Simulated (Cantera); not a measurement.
## Chemical vapour transport: PbO + H2O + O2

Charge: 1 mol PbO, 1.1 mol H2O, 0.28 mol O2, at 56.0 mbar.

Method: chemical equilibrium by Gibbs-energy minimisation in Cantera with the NASA 1993 tables (ideal gas, pure condensed phases). Candidate condensed phases: H2O, Pb, PbO, PbO2, Pb3O4; 12 gas species. Gases not in the tables: (PbO)n polymers. Equilibrium is a limit: real reactors are often held back by kinetics, nucleation or transport.

From 1000 K to 1150 K the condensed part is PbO(yellow). From 1200 K to 1550 K the condensed part is PbO(l). At 1600 K nothing is condensed.

```tsv
T (K)	log p H2O	log p PbO	log p O2	log p Pb	log p OH	log p H2	log p O	log p H	n PbO(yellow)	n PbO(l)
1000	-1.35	-6.52	-1.94	-10.04	-7.43	-10.44	-10.78	<-13	1.000	0
1050	-1.35	-5.83	-1.94	-9.05	-7.03	-9.82	-10.15	-13.00	1.000	0
1100	-1.35	-5.21	-1.94	-8.14	-6.66	-9.26	-9.58	-12.22	1.000	0
1150	-1.35	-4.64	-1.94	-7.31	-6.32	-8.75	-9.05	-11.50	0.999	0
1200	-1.35	-4.17	-1.95	-6.60	-6.02	-8.27	-8.57	-10.84	0	0.998
1250	-1.35	-3.74	-1.95	-5.95	-5.73	-7.84	-8.13	-10.24	0	0.995
1300	-1.35	-3.35	-1.95	-5.35	-5.47	-7.44	-7.73	-9.68	0	0.989
1350	-1.36	-2.98	-1.95	-4.80	-5.23	-7.07	-7.35	-9.16	0	0.974
1400	-1.37	-2.65	-1.96	-4.29	-5.02	-6.73	-7.00	-8.68	0	0.941
1450	-1.39	-2.34	-1.98	-3.81	-4.82	-6.42	-6.69	-8.24	0	0.873
1500	-1.43	-2.05	-2.02	-3.35	-4.66	-6.15	-6.40	-7.83	0	0.725
1550	-1.52	-1.79	-2.08	-2.91	-4.54	-5.92	-6.15	-7.46	0	0.360
1600	-1.60	-1.68	-2.12	-2.65	-4.41	-5.71	-5.90	-7.12	0	0
```
log p: log10 of the partial pressure in bar; n: condensed amount in mol.
